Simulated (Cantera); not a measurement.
Input: 1 mol SiC, 0.1 mol Si, 0.63 mol N2, equilibrated at 1798 K and 1.40 bar.

Equilibrium computed with Cantera from the NASA thermochemical tables; the gas is ideal and each condensed phase is pure. Candidate condensed phases: C, Si, SiC, Si3N4; 20 gas species. Mutual solubility and eutectic melting of coexisting phases are not modelled. The numbers say what is thermodynamically allowed, not how fast it happens.

What is the equilibrium state?


```
Quantity                                     Value
--------------------------------------  ----------
x(N2)                                         1.00
n(SiC(s))                                 1.00 mol
n(Si3N4(s))                             0.0333 mol
gas amount                              0.5633 mol
log10 activity of C(graphite) (absent)       -0.15
log10 activity of Si(l) (absent)             -1.48
```
